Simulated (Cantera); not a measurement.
An isothermal plug-flow reactor at 1100 K and 173 Torr (inlet), inlet velocity 0.19 m/s, active area per volume 260 1/m; feed CH4 : O2 : N2 = 0.0038 : 0.093 : 0.79 (molar parts), equivalence ratio 0.082.

Model: Deutschmann's 1995 Pt surface mechanism with GRI-Mech 3.0 gas chemistry, integrated in Cantera. Catalytic surfaces can have several steady states; this one follows from the mechanism file's or the stated starting coverage. Mass transfer to the wall is taken as infinitely fast.

One state of this run: x CH4 = 0.00208; x O2 = 0.100; x H2O = 0.00438; x CO2 = 0.00218; x CO = 2.20e-6; θ free Pt = 0.403; θ O* = 0.596. x: gas mole fraction; θ: surface coverage.

Task: Which value of z (m) does it belong to?
A) 0.0001
B) 0.00039
C) 0.0014
D) 0.0002

Result: C, 0.0014
